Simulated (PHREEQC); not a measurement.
Dissolve 0.049 mmol/kgw Ca(HCO3)2 and 11 mmol/kgw Na2SO4 at 27 °C. Closed to the air; pH follows from the charge balance.

All values are PHREEQC results (ion-association model, wateq4f.dat), not measurements.

This is a speciation only: nothing precipitates in the calculation.

Predict the pH.

pH 7.94.

In which forms is S present?

SO4-2 95 %, NaSO4- 5.3 % of the S.

Complexes and solids missing from the database can't appear.
